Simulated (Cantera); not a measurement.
Ignition delay

Mixture: CH4 : CO : O2 : N2 = 1 : 0.48 : 1.72 : 6.48 (molar parts), equivalence ratio 1.3, at 101000 Pa, adiabatic and at constant pressure. Ignition delay is the time to a rise of 400 K.

Detailed kinetics in Cantera: GRI-Mech 3.0 (53 species, 325 reactions).

```
T0 (K)  delay (ms)
------  ----------
1125           239
1200          70.7
1275          23.1
1350          8.22
1425          3.20
```

apparent activation energy between 1275 and 1425 K: 200 kJ/mol
